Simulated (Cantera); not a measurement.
An adiabatic, constant-pressure homogeneous reactor starts with CO : H₂ : CH₄ : O₂ : N₂ = 1 : 0.049 : 1.1 : 8.26 : 31 (molar parts), equivalence ratio 0.33, at 1550 K and 500000 Pa.

Model: GRI-Mech 3.0 (53 species, 325 reactions), integrated in Cantera.

Question: Predict: time of steepest temperature rise; temperature at 2.00 s; equilibrium temperature; x(CO) at 2.00 s; x(H₂) at 2.00 s; x(N₂O) at 2.00 s.

Answer: 
```
Quantity                                                              Result
---------------------------------  -----------------------------------------
time of steepest temperature rise                                   0.114 ms
temperature at 2.00 s                                                 2260 K
equilibrium temperature                                               2260 K
x(CO) at 2.00 s                    0.000570 (gas-phase equilibrium 0.000570)
x(H₂) at 2.00 s                    0.000110 (gas-phase equilibrium 0.000110)
x(N₂O) at 2.00 s                     1.34e-6 (gas-phase equilibrium 1.34e-6)
```
